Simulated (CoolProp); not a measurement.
Vapour-liquid equilibrium of R142b (1) + R113 (2) at 0.209 MPa; x and y are mole fractions of (1).

Computed with CoolProp (multi-fluid Helmholtz-energy mixture model, Lemmon 2006 and Marx 1992; pair parameters Bell 2016).

```json
[
 {"x": "0.05", "bubble temperature (°C)": "62.7", "y at the bubble point": "[?]", "dew temperature at overall composition x (°C)": "69.7", "liquid density (mol/L)": "7.934"},
 {"x": "0.125", "bubble temperature (°C)": "52.4", "y at the bubble point": "0.484", "dew temperature at overall composition x (°C)": "67.1", "liquid density (mol/L)": "8.224"},
 {"x": "0.2", "bubble temperature (°C)": "44.3", "y at the bubble point": "0.630", "dew temperature at overall composition x (°C)": "64.4", "liquid density (mol/L)": "8.493"},
 {"x": "0.275", "bubble temperature (°C)": "38.1", "y at the bubble point": "0.725", "dew temperature at overall composition x (°C)": "[?]", "liquid density (mol/L)": "8.750"},
 {"x": "0.35", "bubble temperature (°C)": "33.0", "y at the bubble point": "0.789", "dew temperature at overall composition x (°C)": "58.5", "liquid density (mol/L)": "9.000"},
 {"x": "0.425", "bubble temperature (°C)": "28.9", "y at the bubble point": "0.836", "dew temperature at overall composition x (°C)": "55.2", "liquid density (mol/L)": "9.249"},
 {"x": "0.5", "bubble temperature (°C)": "25.5", "y at the bubble point": "0.871", "dew temperature at overall composition x (°C)": "51.5", "liquid density (mol/L)": "9.500"},
 {"x": "0.575", "bubble temperature (°C)": "22.5", "y at the bubble point": "0.899", "dew temperature at overall composition x (°C)": "47.6", "liquid density (mol/L)": "9.756"},
 {"x": "0.65", "bubble temperature (°C)": "19.9", "y at the bubble point": "[?]", "dew temperature at overall composition x (°C)": "43.1", "liquid density (mol/L)": "10.02"},
 {"x": "0.725", "bubble temperature (°C)": "17.6", "y at the bubble point": "0.941", "dew temperature at overall composition x (°C)": "[?]", "liquid density (mol/L)": "10.29"},
 {"x": "0.8", "bubble temperature (°C)": "15.5", "y at the bubble point": "0.959", "dew temperature at overall composition x (°C)": "[?]", "liquid density (mol/L)": "10.58"},
 {"x": "0.875", "bubble temperature (°C)": "13.4", "y at the bubble point": "0.975", "dew temperature at overall composition x (°C)": "25.1", "liquid density (mol/L)": "10.88"},
 {"x": "0.95", "bubble temperature (°C)": "[?]", "y at the bubble point": "0.990", "dew temperature at overall composition x (°C)": "16.5", "liquid density (mol/L)": "[?]"}
]
```

Q: Complete the blanks.

A: 
- 0.05, y at the bubble point: 0.245
- 0.275, dew temperature at overall composition x (°C): 61.6
- 0.65, y at the bubble point: 0.922
- 0.725, dew temperature at overall composition x (°C): 38.0
- 0.8, dew temperature at overall composition x (°C): 32.1
- 0.95, bubble temperature (°C): 11.5
- 0.95, liquid density (mol/L): 11.20

No azeotrope shows between x = 0.05 and 0.95.

The pair parameters rest on a limited set of measurements; away from them the model extrapolates.
